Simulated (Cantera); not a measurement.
An adiabatic, constant-pressure homogeneous reactor starts with C3H8 : O2 : N2 : CO2 = 1 : 6.25 : 16.2 : 0.56 (molar parts), equivalence ratio 0.80, at 1575 K and 550000 Pa.

Detailed kinetics in Cantera: GRI-Mech 3.0 (53 species, 325 reactions). GRI-Mech 3.0 was tuned for natural gas; its chemistry of propane as a main component is partial and can be far from experiment.

Question: Predict: time of steepest temperature rise; temperature at 2.00 s; equilibrium temperature; x(O2) at 2.00 s; x(CO2) at 2.00 s; x(NO2) at 2.00 s; x(OH) at 2.00 s; x(HCO) at 2.00 s; x(NO) at 2.00 s.

Answer: 
- time of steepest temperature rise: 12.0 µs
- temperature at 2.00 s: 2929 K
- equilibrium temperature: 2929 K
- x(O2) at 2.00 s: 0.0548 (gas-phase equilibrium 0.0548)
- x(CO2) at 2.00 s: 0.0932 (gas-phase equilibrium 0.0932)
- x(NO2) at 2.00 s: 1.44e-5 (gas-phase equilibrium 1.44e-5)
- x(OH) at 2.00 s: 0.0242 (gas-phase equilibrium 0.0242)
- x(HCO) at 2.00 s: 9.78e-8 (gas-phase equilibrium 9.78e-8)
- x(NO) at 2.00 s: 0.0197 (gas-phase equilibrium 0.0197)
